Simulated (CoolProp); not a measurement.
Saturation properties of sulfur dioxide (Tc = 430.6 K, pc = 7.887 MPa, ω = 0.256).

Computed with CoolProp (reference Helmholtz-energy equation of state, Gao 2016).

```
T (K)  p (MPa)  liquid density (kg/m³)  enthalpy of vaporisation (kJ/kg)  liquid cp (kJ/(kg K))
-----  -------  ----------------------  --------------------------------  ---------------------
259.5  0.08590                    1471                             392.8                    [?]
267.9      [?]                     [?]                             385.3                  1.363
276.3   0.1766                     [?]                             377.6                  1.369
284.7   0.2440                    1404                               [?]                  1.376
293.1   0.3301                    1381                             361.5                  1.386
301.5   0.4380                    1357                               [?]                    [?]
309.8   0.5695                    1333                             344.1                  1.412
318.2   0.7312                    1308                               [?]                  1.430
```

### Question
What belongs in the gaps?

### Answer

- 259.5, liquid cp (kJ/(kg K)): 1.360
- 267.9, p (MPa): 0.1248
- 267.9, liquid density (kg/m³): 1449
- 276.3, liquid density (kg/m³): 1427
- 284.7, enthalpy of vaporisation (kJ/kg): 369.7
- 301.5, enthalpy of vaporisation (kJ/kg): 352.9
- 301.5, liquid cp (kJ/(kg K)): 1.398
- 318.2, enthalpy of vaporisation (kJ/kg): 334.7

It boils at 263.1 K under 1 atm.
